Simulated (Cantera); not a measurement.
An adiabatic, constant-pressure homogeneous reactor starts with CO : H2 : O2 : N2 : CO2 = 1 : 0.31 : 0.963 : 3.37 : 0.01 (molar parts), equivalence ratio 0.68, at 1325 K and 7500 Torr.

Cantera simulation using GRI-Mech 3.0 (53 species, 325 reactions); the numbers are that mechanism's predictions, not measurements. The hydrogen kinetics of GRI-Mech 3.0 are dated; newer H2 mechanisms differ, most at raised pressure.

Task: Predict: time of steepest temperature rise; temperature at 0.200 s; equilibrium temperature; x(CO) at 0.200 s; x(H2) at 0.200 s; x(O2) at 0.200 s; x(NO) at 0.200 s; x(H2O2) at 0.200 s; x(H2O) at 0.200 s.

Result: 
```
Quantity                                                             Value
---------------------------------  ---------------------------------------
time of steepest temperature rise                                  6.65 µs
temperature at 0.200 s                                              2750 K
equilibrium temperature                                             2750 K
x(CO) at 0.200 s                     0.0268 (gas-phase equilibrium 0.0268)
x(H2) at 0.200 s                   0.00125 (gas-phase equilibrium 0.00125)
x(O2) at 0.200 s                     0.0621 (gas-phase equilibrium 0.0621)
x(NO) at 0.200 s                     0.0170 (gas-phase equilibrium 0.0170)
x(H2O2) at 0.200 s                 4.96e-7 (gas-phase equilibrium 4.96e-7)
x(H2O) at 0.200 s                    0.0547 (gas-phase equilibrium 0.0547)
```
